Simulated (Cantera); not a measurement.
Input: 1 mol CsOH, 0.07 mol H2O, 0.015 mol H2, at 0.150 bar.

Equilibrium computed with Cantera from the NASA thermochemical tables; the gas is ideal and each condensed phase is pure. Candidate condensed phases: Cs, CsOH, H2O; 15 gas species. Kinetics and transport are ignored.

x: gas mole fraction; nothing condenses.

```json
[
 {"T (K)": "1325", "x CsOH": "0.885", "x H2O": "0.0864", "x Cs": "0.0223", "x O2": "1.36e-10", "x Cs2(OH)2": "0.00406", "x H2": "0.00257", "x OH": "1.05e-7"},
 {"T (K)": "1400", "x CsOH": "0.884", "x H2O": "0.0883", "x Cs": "0.0245", "x O2": "5.23e-9", "x Cs2(OH)2": "0.00175", "x H2": "0.00142", "x OH": "5.84e-7"},
 {"T (K)": "1475", "x CsOH": "0.883", "x H2O": "0.0895", "x Cs": "0.0258", "x O2": "1.61e-7", "x Cs2(OH)2": "0.000822", "x H2": "0.000776", "x OH": "2.82e-6"},
 {"T (K)": "1550", "x CsOH": "0.883", "x H2O": "0.0901", "x Cs": "0.0265", "x O2": "3.83e-6", "x Cs2(OH)2": "0.000416", "x H2": "0.000430", "x OH": "1.19e-5"},
 {"T (K)": "1625", "x CsOH": "0.882", "x H2O": "0.0906", "x Cs": "0.0271", "x O2": "6.80e-5", "x Cs2(OH)2": "0.000225", "x H2": "0.000251", "x OH": "4.38e-5"},
 {"T (K)": "1700", "x CsOH": "0.877", "x H2O": "0.0918", "x Cs": "[?]", "x O2": "[?]", "x Cs2(OH)2": "[?]", "x H2": "[?]", "x OH": "[?]"},
 {"T (K)": "1775", "x CsOH": "0.863", "x H2O": "0.0953", "x Cs": "0.0379", "x O2": "0.00270", "x Cs2(OH)2": "7.38e-5", "x H2": "0.000201", "x OH": "0.000312"},
 {"T (K)": "1850", "x CsOH": "0.840", "x H2O": "0.101", "x Cs": "0.0516", "x O2": "0.00612", "x Cs2(OH)2": "4.37e-5", "x H2": "0.000283", "x OH": "0.000618"},
 {"T (K)": "1925", "x CsOH": "0.808", "x H2O": "0.109", "x Cs": "[?]", "x O2": "[?]", "x Cs2(OH)2": "[?]", "x H2": "[?]", "x OH": "[?]"},
 {"T (K)": "2000", "x CsOH": "0.768", "x H2O": "0.119", "x Cs": "0.0934", "x O2": "0.0165", "x Cs2(OH)2": "1.59e-5", "x H2": "0.000688", "x OH": "0.00190"}
]
```

Question: What belongs in the gaps?

Answer: 
- 1700, x Cs: 0.0298
- 1700, x O2: 0.000678
- 1700, x Cs2(OH)2: 0.000127
- 1700, x H2: 0.000183
- 1700, x OH: 0.000133
- 1925, x Cs: 0.0702
- 1925, x O2: 0.0108
- 1925, x Cs2(OH)2: 2.63e-5
- 1925, x H2: 0.000435
- 1925, x OH: 0.00112
